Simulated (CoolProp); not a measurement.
100 sccm (0 °C, 1 atm) of nitrogen bubbles through liquid octamethylcyclotetrasiloxane (D4) at 343.2 K and leaves saturated at a total pressure of 0.036 MPa (ideal gas phase). Each further row changes one setting.

Model: reference Helmholtz-energy equation of state, Thol 2015, in CoolProp.

```tsv
case	vapour pressure (kPa)	mole fraction of vapour	delivery (mg/min)	delivery (sccm)	change of delivery for a bath 1 K warmer (%)
as stated	2.20	0.0611	?	6.51	5.6
bath temperature 348.2 K	2.83	0.0786	113	8.54	5.5
total pressure 0.072 MPa	2.20	0.0305	?	3.15	?
```

### Question
What belongs in the gaps?

### Answer

- as stated, delivery (mg/min): 86.1
- total pressure 0.072 MPa, delivery (mg/min): 41.7
- total pressure 0.072 MPa, change of delivery for a bath 1 K warmer (%): 5.4
